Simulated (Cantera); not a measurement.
Mixture: CO : H2 : CH4 : O2 : N2 : H2O = 1 : 0.17 : 1.1 : 2.53 : 7.34 : 1.1 (molar parts), at 1.38 atm, adiabatic and at constant volume. Ignition delay is the time to a rise of 400 K.

Computed with Cantera and GRI-Mech 3.0 (53 species, 325 reactions).

### Question
Predict: delay at 1223 K; delay at 1323 K; delay at 1423 K; delay at 1523 K; apparent activation energy between 1473 and 1573 K.

### Answer
```
Quantity                                                Result
--------------------------------------------------  ----------
delay at 1223 K                                        6.23 ms
delay at 1323 K                                        2.24 ms
delay at 1423 K                                       0.852 ms
delay at 1523 K                                       0.355 ms
apparent activation energy between 1473 and 1573 K  160 kJ/mol
```
